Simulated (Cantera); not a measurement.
## Thermodynamics of silicon nitride deposition, feed SiH4 + NH3 + H2

Input: 1 mol SiH4, a varied amount of NH3, 70 mol H2, held at 925 °C and 42.0 Torr.

Method: chemical equilibrium by Gibbs-energy minimisation in Cantera with the NASA 1993 tables (ideal gas, pure condensed phases). Candidate condensed phases: Si, Si3N4; 18 gas species. Mutual solubility and eutectic melting of coexisting phases are not modelled. Kinetics and transport are ignored.

From 0.13 mol NH3 to 1.3 mol NH3 the condensed part is Si(s) + Si3N4(s). From 2.3 mol NH3 to 4.2 mol NH3 the condensed part is Si3N4(s).

```
n(NH3) (mol)   x H2     x N2    x NH3      x H    x SiH4  n Si(s)  n Si3N4(s)
------------  -----  -------  -------  -------  --------  -------  ----------
0.13          1.000  4.78e-7  7.47e-9  8.03e-7   3.62e-8    0.903      0.0325
0.22          1.000  4.78e-7  7.47e-9  8.03e-7   3.62e-8    0.835      0.0550
0.4           1.000  4.78e-7  7.47e-9  8.03e-7   3.62e-8    0.700      0.1000
0.72          1.000  4.78e-7  7.47e-9  8.03e-7   3.62e-8    0.460       0.180
1.3           1.000  4.78e-7  7.47e-9  8.03e-7   3.62e-8   0.0250       0.325
2.3           0.994  0.00636  8.54e-7  8.01e-7  6.37e-11        0       0.333
4.2           0.982   0.0180  1.41e-6  7.96e-7  3.11e-11        0       0.333
```
x: gas mole fraction; n: condensed amount in mol.
